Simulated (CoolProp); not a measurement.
Water at 293.15 K and 0.616 MPa flows at 1.2 m/s in a round tube of 50 mm bore and 15 µm roughness, fully developed (64/Re and Nu = 3.66 if laminar; Colebrook and Gnielinski if turbulent). Each further row changes one setting.

Computed with CoolProp (reference Helmholtz-energy equation of state, Wagner 2002).

```csv
case,Reynolds number,Darcy friction factor,pressure drop (Pa/m),heat-transfer coefficient (W/(m² K)),mass flow (kg/h)
as stated,___,0.0212,305,___,8470
velocity 2.4 m/s,120000,0.0190,1090,___,16900
diameter 100 mm,120000,___,131,4330,___
```

Question: Fill in the missing entries.

Answer: 
- as stated, Reynolds number: 59800
- as stated, heat-transfer coefficient (W/(m² K)): 4770
- velocity 2.4 m/s, heat-transfer coefficient (W/(m² K)): 8910
- diameter 100 mm, Darcy friction factor: 0.0182
- diameter 100 mm, mass flow (kg/h): 33900

Viscosity comes from a separate model (Huber 2009). Thermal conductivity comes from a separate model (Huber 2012).
